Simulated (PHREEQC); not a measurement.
0.051 g of hydrous ferric oxide (600 m²/g; 0.2 weak and 0.005 strong sites per Fe, Dzombak-Morel constants, diffuse double layer) in 1 kg of water with 0.05 mol/kgw of an inert sodium salt and 7e-05 mol NiCl2 and 1.1e-05 mol PbCl2, at 25 °C; the pH is set by adding NaOH or the inert anion's acid. Oxygen alone is held at its pressure in air (log pO2 = -0.68). The system is closed to CO2. No solid was allowed to form.

Equilibrium calculation in PHREEQC: ion-association model, wateq4f.dat.

**Question.** Predict Pb sorbed (%), surface charge σ (C/m²) at pH = 4, 5.5.

**Answer.** 
```tsv
pH	Pb sorbed (%)	surface charge σ (C/m²)
4	11.6	0.295
5.5	37.7	0.134
```

Along this series the solution becomes supersaturated in solids that the run did not let form, among them Ni(OH)2.
